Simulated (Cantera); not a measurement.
An isothermal, constant-pressure homogeneous reactor starts with 28.6 % C2H6, 71.4 % N2, at 1225 K and 10.00 Torr.

Detailed kinetics in Cantera: GRI-Mech 3.0 (53 species, 325 reactions). GRI-Mech 3.0 stops at C3 and has no aromatics, soot or wall deposition, so with more carbon than oxygen in the feed, carbon stays in small species such as C2H2 where larger ones or solid carbon would form. Radical loss at walls, strong at low pressure, is not modelled.

One state of this run: x C2H6 = 0.108; x HCN = 3.51e-10; x C2H = 2.44e-10; x H2 = 0.111; x C2H4 = 0.115; x CH4 = 0.0350. x: mole fraction; the columns are a selection and need not sum to one.

Problem. Which value of t (s) does it belong to?
A) 0.000117
B) 0.0247
C) 0.0943
D) 0.00648

Solution. C, 0.0943
